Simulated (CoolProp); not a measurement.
Properties of methane along the isobar 15700 kPa.

Computed with CoolProp (reference Helmholtz-energy equation of state, Setzmann 1991).

| T (K) | phase | Z | speed of sound (m/s) | Joule-Thomson coefficient (K/MPa) | expansivity (1/kK) | viscosity (µPa s) | Prandtl number |
|---|---|---|---|---|---|---|---|
| 127.2 | liquid | 0.5733 | 1342 | -0.4231 | 3.163 | 102 | 1.92 |
| 135.9 | liquid | 0.5520 | 1270 | -0.3911 | 3.362 | 88.1 | 1.79 |
| 144.7 | liquid | 0.5346 | 1196 | -0.3508 | 3.601 | 77.1 | 1.70 |
| 153.4 | liquid | 0.5209 | 1124 | -0.3011 | 3.883 | 68.1 | 1.63 |
| 162.1 | liquid | 0.5106 | 1051 | -0.2388 | 4.222 | 60.5 | 1.59 |
| 170.9 | liquid | 0.5035 | 977.8 | -0.1593 | 4.639 | 53.9 | 1.56 |
| 179.6 | liquid | 0.4999 | 905.6 | -0.05951 | 5.143 | 48.1 | 1.54 |
| 188.4 | liquid | 0.5000 | 833.6 | 0.06892 | 5.770 | 42.8 | 1.54 |
| 197.1 | supercritical | 0.5041 | 764.2 | 0.2306 | 6.529 | 38.2 | 1.54 |
| 205.8 | supercritical | 0.5130 | 698.0 | 0.4347 | 7.438 | 33.9 | 1.55 |
| 214.6 | supercritical | 0.5276 | 636.3 | 0.6905 | 8.483 | 30.1 | 1.56 |
| 223.3 | supercritical | 0.5484 | 583.0 | 0.9896 | 9.523 | 26.8 | 1.56 |
| 232.1 | supercritical | 0.5760 | 539.7 | 1.318 | 10.34 | 24.0 | 1.53 |
| 240.8 | supercritical | 0.6085 | 508.8 | 1.630 | 10.66 | 21.8 | 1.48 |
| 249.6 | supercritical | 0.6444 | 488.7 | 1.899 | 10.46 | 20.1 | 1.40 |

Viscosity comes from a separate model (Quiñones-Cisneros 2006). Thermal conductivity comes from a separate model (Friend 1989).
